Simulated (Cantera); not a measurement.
A closed system holds: 1 mol borazine, 3.5 mol H2O, equilibrated at 0.133 bar.

These are equilibrium values from Cantera (NASA tables, ideal gas, pure condensed phases), not measurements of a reactor. Candidate condensed phases: B, BN, B2O3, B3O3H3, H2O; 39 gas species. The feed counts by its element totals alone. Mutual solubility and eutectic melting of coexisting phases are not modelled. Gases not in the tables: H3BO3. The numbers say what is thermodynamically allowed, not how fast it happens. All values below are at 1575 K.

Base state: H2 0.840, N2 0.151, HBO2 0.00517, HBO 0.00215, H2O 0.00172, B2O3 0.000699, H 0.000104, B2O2 3.37e-5 (mole fractions); condensed: BN(s) + B2O3(l).

**Question.** What changes in the equilibrium state with this change: H2O from 3.5 to 0.33 mol?

**Answer.** 
```
species        before    after
------------  -------  -------
H2              0.840    0.959
N2              0.151   0.0313
HBO2          0.00517  0.00426
B2O2          3.37e-5  5.69e-5
H2O           0.00172  0.00116
BN(s), mol      0.683     2.78
B2O3(l), mol     1.12   0.0928
```
